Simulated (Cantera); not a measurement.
What does this Cantera script print?

```python
import numpy as np
import cantera as ct

gas_names = [...]  # 109 gases of nasa_gas.yaml made of C, Cl, H, Si
cond_names = """
    C(gr) C6H6(L) C7H8(L) C8H18(L),n-octa Si(cr) Si(L) SiC(b)
""".split()


# ... load() reads the species with a 1 bar reference pressure and builds the phases ...
atoms = {
    'CH3SiCl3': {'C': 1, 'H': 3, 'Si': 1, 'CL': 3},
    'C2H4': {'C': 2, 'H': 4},
    'H2': {'H': 2},
}
top_T = {'C(gr)': 4500, 'SiC(b)': 3050}  # K; cautious upper limits of use, not melting points


# ... equilibrate(T, P, feed) seeds the gas with the atoms and calls Mixture.equilibrate('TP', solver="vcs", rtol=1e-11, max_steps=5000) ...
results = []
feed = {'CH3SiCl3': 1, 'C2H4': 0.36, 'H2': 770}  # mol
P = 1700  # Pa
for T in [1675, 1725, 1775, 1825, 1875, 1925, 1975, 2025, 2075, 2125]:
    mix = equilibrate(T, P, feed)
    results.append((T, P, feed, dict(zip(mix.species_names, mix.species_moles))))

top = {s: max(r[3][s] / sum(r[3][g] for g in gas_names) for r in results) for s in gas_names}
cols = sorted((s for s in top if top[s] > 1e-06), key=lambda s: -top[s])[:8]
seen = [c for c in cond_names if any(r[3].get(c, 0) > 1e-12 for r in results)]
print("log10 of partial pressures in bar; condensed amounts in mol")
print(f"{'T/K':>10s}" + "".join(f"{s[:9]:>10s}" for s in cols + seen))
for T, P, feed, n in results:
    ng = sum(n[g] for g in gas_names)
    print(f"{T:10.4g}" + "".join(f"{np.log10(max(n[s] / ng * P / 1e5, 1e-99)):10.3f}" for s in cols)
          + "".join(f"{n.get(c, 0):10.4g}" for c in seen))
```

Result:

```
log10 of partial pressures in bar; condensed amounts in mol
       T/K        H2         H       HCL        Si C2H2,acet        CL       SiH      SiC2     C(gr)    SiC(b)
      1675    -1.772    -4.821    -4.182    -8.234    -6.008    -7.338    -8.895   -10.412    0.6155     0.999
      1725    -1.772    -4.617    -4.182    -7.767    -5.807    -7.138    -8.498    -9.802    0.5665    0.9981
      1775    -1.772    -4.425    -4.182    -7.327    -5.619    -6.949    -8.124    -9.228    0.4931    0.9961
      1825    -1.773    -4.243    -4.183    -6.911    -5.441    -6.771    -7.772    -8.685    0.3878    0.9915
      1875    -1.774    -4.070    -4.184    -6.518    -5.273    -6.602    -7.438    -8.172    0.2422     0.981
      1925    -1.775    -3.907    -4.185    -6.146    -5.114    -6.441    -7.122    -7.687   0.04879    0.9575
      1975    -1.776    -3.752    -4.187    -5.747    -5.054    -6.290    -6.778    -7.271         0     0.897
      2025    -1.778    -3.605    -4.190    -5.371    -4.991    -6.146    -6.454    -6.874         0    0.7592
      2075    -1.781    -3.465    -4.194    -5.036    -4.889    -6.010    -6.168    -6.475         0    0.4794
      2125    -1.784    -3.332    -4.198    -4.755    -4.760    -5.880    -5.935    -6.101         0         0
```

These are equilibrium values from Cantera (NASA tables, ideal gas, pure condensed phases), not measurements of a reactor. The feed counts by its element totals alone. Gases not in the tables: Si2H6 and higher silanes.
